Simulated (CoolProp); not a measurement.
A single-stage vapour-compression cycle with R141b: evaporating at 289.15 K (dew point), condensing at 346.15 K (bubble point), superheat 2 K, subcooling 0 K, compressor efficiency 0.7, no pressure losses. Each further row changes one setting.

Model: reference Helmholtz-energy equation of state, Lemmon 2006, in CoolProp. It is a short technical equation, of lower accuracy than the large ones.

```tsv
case	cooling COP	pressure ratio	discharge temperature (K)	refrigerating effect (kJ/kg)	volumetric capacity (kJ/m³)
as stated	2.89	6.33	367.7	164	452
evaporating temperature 294.15 K	3.28	5.21	365.1	168	554
condensing temperature 341.15 K	3.24	5.54	362.0	170	469
subcooling 5 K	3.00	6.33	367.7	170	469
superheat 12 K	2.91	6.33	378.7	172	456
compressor efficiency 0.6	2.48	6.33	378.1	164	452
```
